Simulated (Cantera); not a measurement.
A closed system holds: 1 mol NF₃, 0.024 mol O₂, 0.091 mol H₂, held at 2823.15 K and 750 Torr.

Method: chemical equilibrium by Gibbs-energy minimisation in Cantera with the NASA 1993 tables (ideal gas, pure condensed phases). Candidate condensed phases: H₂O; 40 gas species. Rates play no part.

Base state: F 0.798, N₂ 0.141, HF 0.0516, O₂ 0.00385, O 0.00369, NO 0.00217, F₂ 0.000151, FO 3.76e-5 (mole fractions); condensed: gas only.

Q: What changes in the equilibrium state with this change: H₂ from 0.091 to 0.14 mol?

A: 
| species | before | after |
|---|---|---|
| F | 0.798 | 0.770 |
| N₂ | 0.141 | 0.141 |
| HF | 0.0516 | 0.0793 |
| F₂ | 0.000151 | 0.000141 |
| FO | 3.76e-5 | 3.63e-5 |
| O₂ | 0.00385 | 0.00385 |
| O | 0.00369 | 0.00369 |
| NO | 0.00217 | 0.00217 |

Q: What changes in the equilibrium state with this change: pressure from 750 Torr to 4.50 Torr?

A: 
```csv
species,before,after
F,0.798,0.795
N₂,0.141,0.141
HF,0.0516,0.0509
O,0.00369,0.0124
O₂,0.00385,0.000262
F₂,0.000151,9.00e-7
H,2.24e-6,0.000370
FO,3.76e-5,7.58e-7
```
